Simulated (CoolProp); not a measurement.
Vapour-liquid equilibrium of CH2F2 (R32) (1) + R236FA (2) at 216.9 K; x and y are mole fractions of (1).

Computed with CoolProp (multi-fluid Helmholtz-energy mixture model, Tillner-Roth 1997 and Pan 2012; pair parameters Bell 2016).

Give the bubble pressure and the first vapour's composition at x = 0.65, 0.8, 0.95. Is there an azeotrope?

x = 0.65: 0.05551 MPa, y = 0.964; x = 0.8: 0.06554 MPa, y = 0.981; x = 0.95: 0.07600 MPa, y = 0.995. No azeotrope shows between x = 0.05 and 0.95.

The pair parameters rest on a limited set of measurements; away from them the model extrapolates.
